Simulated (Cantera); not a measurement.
Charge: 1 mol HF, a varied amount of H2, equilibrated at 2202 °C and 10.0 mbar.

Cantera equilibrium calculation (NASA polynomials, part measured and part estimated; ideal gas, pure solids and liquids). The numbers say what is thermodynamically allowed, not how fast it happens.

**Question.** At 0.44 mol H2, list the 4 most abundant gas species with their mole fractions, and the condensed phases.

**Answer.** HF 0.656, H2 0.235, H 0.109, F 0.000596. Condensed: gas only.
